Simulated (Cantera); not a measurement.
An adiabatic, constant-pressure homogeneous reactor starts with CH₄ : CO : O₂ : N₂ : H₂O = 1 : 0.043 : 2.02 : 13.3 : 1.3 (molar parts), at 1725 K and 190000 Pa.

Computed with Cantera and GRI-Mech 3.0 (53 species, 325 reactions).

### Question
Predict: time of steepest temperature rise; temperature at 3.00 s; equilibrium temperature; x(CO) at 3.00 s; x(O₂) at 3.00 s; x(CO₂) at 3.00 s.

### Answer
```json
{
 "time_of_steepest_temperature_rise": "0.165 ms",
 "temperature at 3.00 s": "2588 K",
 "equilibrium_temperature": "2588 K",
 "x(CO) at 3.00 s": "0.0177 (gas-phase equilibrium 0.0177)",
 "x(O₂) at 3.00 s": "0.00924 (gas-phase equilibrium 0.00924)",
 "x(CO₂) at 3.00 s": "0.0403 (gas-phase equilibrium 0.0403)"
}
```
